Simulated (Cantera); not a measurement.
## HMDSO + H₂O + N₂ (silicon oxide and oxynitride deposition)

Charge: 1 mol HMDSO, 0.1 mol H₂O, 17 mol N₂, held at 1152 °C and 15.0 Pa.

Equilibrium computed with Cantera from the NASA thermochemical tables; the gas is ideal and each condensed phase is pure. Candidate condensed phases: C, C₆H₆, C₇H₈, C₈H₁₈, H₂O, Si, SiC, SiO₂, Si₂N₂O, Si₃N₄; 151 gas species. The feed counts by its element totals alone. Kinetics and transport are ignored.

* **x(N₂)**: 0.625
* **x(H₂)**: 0.334
* **x(CO)**: 0.0404
* **x(H)**: 0.000322
* **x(HCN)**: 0.000277
* **x(SiO)**: 5.68e-5
* **x(HNC)**: 3.62e-6
* **x(C₂H₂ (acetylene))**: 1.18e-6
* **n(C(graphite))**: 2.90 mol
* **n(SiC(s))**: 2.00 mol
* **gas amount**: 27.20 mol
* **log10 activity of Si(s) (absent)**: -2.27
